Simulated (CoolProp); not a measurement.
Properties of dimethyl carbonate at several states (Tc = 283.9 °C, pc = 49.09 bar, ω = 0.346).

Model: reference Helmholtz-energy equation of state, Zhou 2011, in CoolProp.

| T (°C) | p (bar) | phase | density (kg/m³) | cv (kJ/(kg K)) | isothermal compressibility (1/MPa) | expansivity (1/kK) |
|---|---|---|---|---|---|---|
| 314.75 | 4.97 | gas | 9.439 | 1.752 | ___ | 1.878 |
| 123.95 | 65.3 | liquid | 936.1 | 1.510 | 0.001940 | ___ |
| 199.95 | 6.55 | gas | 16.36 | 1.544 | 1.677 | 2.793 |
| 55.95 | 47.1 | liquid | 1027 | ___ | 0.001095 | ___ |

Problem. Some entries are withheld; supply them.

Solution. 
- 314.75, isothermal compressibility (1/MPa): 2.075
- 123.95, expansivity (1/kK): 1.538
- 55.95, cv (kJ/(kg K)): 1.387
- 55.95, expansivity (1/kK): 1.292
